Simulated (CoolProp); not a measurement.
A single-stage vapour-compression cycle with trans-2-butene: evaporating at 261.15 K (dew point), condensing at 321.15 K (bubble point), superheat 8 K, subcooling 0 K, compressor efficiency 0.8, no pressure losses. Each further row changes one setting.

Model: reference Helmholtz-energy equation of state, Lemmon 2005, in CoolProp. It is a short technical equation, of lower accuracy than the large ones.

```csv
case,cooling COP,pressure ratio,discharge temperature (K),refrigerating effect (kJ/kg),volumetric capacity (kJ/m³)
as stated,2.74,7.59,343.2,290,451
evaporating temperature 266.15 K,3.11,6.16,341.1,297,560
condensing temperature 316.15 K,3.07,6.62,337.9,303,470
subcooling 5 K,2.85,7.59,343.2,303,470
superheat 18 K,2.77,7.59,353.6,306,456
compressor efficiency 0.7,2.40,7.59,351.3,290,451
```
